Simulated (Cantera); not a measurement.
Feed: 1 mol SiH2Cl2, 0.015 mol C2H2, 8 mol H2, equilibrated at 750 Torr.

Method: chemical equilibrium by Gibbs-energy minimisation in Cantera with the NASA 1993 tables (ideal gas, pure condensed phases). Candidate condensed phases: C, C6H6, C7H8, C8H18, Si, SiC; 109 gas species. Mutual solubility and eutectic melting of coexisting phases are not modelled. The tables' values for SiCl3 are old estimates; treat these amounts as uncertain. Equilibrium is a limit: real reactors are often held back by kinetics, nucleation or transport. All values below are at 1548 K.

Base state: H2 0.861, HCl 0.0926, SiCl2 0.0331, SiCl3 0.00610, SiHCl3 0.00358, SiCl4 0.00315, SiH2Cl2 0.000662, SiH3Cl 3.63e-5 (mole fractions); condensed: Si(s) + SiC(s).

Q: What changes in the equilibrium state with this change: pressure from 750 Torr to 128 Torr?

A: 
```tsv
species	before	after
H2	0.861	0.852
HCl	0.0926	0.102
SiCl2	0.0331	0.0409
CH4	1.33e-5	2.21e-6
SiH3Cl	3.63e-5	6.74e-6
SiH2Cl2	0.000662	0.000137
SiHCl3	0.00358	0.000829
Si(s), mol	0.508	0.510
SiC(s), mol	0.0299	0.0300
```
